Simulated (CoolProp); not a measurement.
Model: reference Helmholtz-energy equation of state, Gao 2022, in CoolProp.

Question: For n-perfluorohexane, give the phase and the speed of sound (m/s), isothermal compressibility (1/MPa), expansivity (1/kK) at 72.35 °C and 1.81 MPa; 72.35 °C and 2.18 MPa; 72.35 °C and 3.27 MPa.

Answer: 
- 72.35 °C and 1.81 MPa: liquid; speed of sound 400, isothermal compressibility 0.00496, expansivity 2.11
- 72.35 °C and 2.18 MPa: liquid; speed of sound 403, isothermal compressibility 0.00485, expansivity 2.08
- 72.35 °C and 3.27 MPa: liquid; speed of sound 415, isothermal compressibility 0.00455, expansivity 2.01
